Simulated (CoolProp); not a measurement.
Properties of carbon monoxide at several states (Tc = -140.3 °C, pc = 34.98 bar, ω = 0.050).

Values from CoolProp's reference Helmholtz-energy equation of state, Lemmon 2006. It is a short technical equation, of lower accuracy than the large ones.

```
T (°C)  p (bar)          phase  cp (kJ/(kg K))  speed of sound (m/s)  isothermal compressibility (1/MPa)  expansivity (1/kK)  fugacity coefficient
------  -------  -------------  --------------  --------------------  ----------------------------------  ------------------  --------------------
117.55     3.66            gas           1.050                 403.2                               2.730               2.571                 1.001
126.45     12.9            gas               …                 409.9                              0.7727               2.537                 1.003
122.25     93.7  supercritical               …                 431.3                              0.1026               2.707                 1.025
-18.65     1.48            gas           1.043                     …                               6.766               3.957                0.9986
179.85     7.13            gas               …                     …                               1.399               2.218                 1.002
```

Task: Some entries are withheld; supply them.

Result: 
- 126.45, cp (kJ/(kg K)): 1.059
- 122.25, cp (kJ/(kg K)): 1.128
- -18.65, speed of sound (m/s): 325.2
- 179.85, cp (kJ/(kg K)): 1.060
- 179.85, speed of sound (m/s): 434.4
